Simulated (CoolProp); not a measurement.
R22 at 385.8 K and 2.08 MPa flows at 1.4 m/s in a round tube of 6 mm bore and 45 µm roughness, fully developed (64/Re and Nu = 3.66 if laminar; Colebrook and Gnielinski if turbulent). Each further row changes one setting.

The numbers come from the reference Helmholtz-energy equation of state, Kamei 1995 in CoolProp.

```csv
case,Reynolds number,Darcy friction factor,pressure drop (Pa/m),heat-transfer coefficient (W/(m² K)),mass flow (kg/h)
as stated,30200,0.0367,389,389,9.24
velocity 2.8 m/s,60400,0.0356,1510,766,18.5
diameter 12 mm,60400,0.0297,157,316,37.0
```

Viscosity comes from a separate model (Bell 2016), an estimate that may be off by 10 % or more. Thermal conductivity comes from a separate model (McLinden 2000), an estimate that may be off by 10 % or more.
